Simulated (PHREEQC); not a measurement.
A solution holds 0.058 mol CuCl2, 6.6e-05 mol HBF4 and 0.0024 mol Na2SO4 per kg of water, at 25 °C. Closed to the air; pH follows from the charge balance.

Equilibrium calculation in PHREEQC: ion-association model, phreeqc.dat.

**Question.** The ionic strength comes out as 0.165 mol/kgw. What activity coefficients do SO4-2, Cu+2, F-, NaSO4-, CuOH+ get?

**Answer.** SO4-2 0.31, Cu+2 0.35, F- 0.72, NaSO4- 0.76, CuOH+ 0.73.

This is a speciation only: nothing precipitates in the calculation. Complexes and solids missing from the database can't appear. Real BF4- forms and hydrolyses slowly; the run takes it at equilibrium.
